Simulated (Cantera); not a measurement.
Source: NASA polynomial tables (part measured, part estimated), evaluated in Cantera. Values are per mole of reaction as written; species without (g) are pure solids or liquids, kept so even where they would boil at 1 bar.

Q: Between 300 and 673 K, where is each reaction favourable under standard conditions?
- 12 PH₃(g) + 12 NO₂(g) + 2 O₃(g) → 3 P₄O₁₀ + 12 NH₃(g)

A: 
- 12 PH₃(g) + 12 NO₂(g) + 2 O₃(g) → 3 P₄O₁₀ + 12 NH₃(g): ΔG° is -9475 kJ at 300 K and -8428 kJ at 673 K; it stays negative (K > 1). ΔH° is -10259 kJ and ΔS° -2720 J/K at 673 K.
